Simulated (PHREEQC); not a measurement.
Dissolve 0.0095 mol K2CO3 per kg of water at 35 °C. Closed to the air; pH follows from the charge balance.

Computed with PHREEQC (ion-association model, wateq4f.dat).

Task: The ionic strength comes out as 0.0270 mol/kgw. What activity coefficients do OH-, HCO3-, CO3-2, K+ get?

Result: OH- 0.85, HCO3- 0.86, CO3-2 0.54, K+ 0.85.

This is a speciation only: nothing precipitates in the calculation.
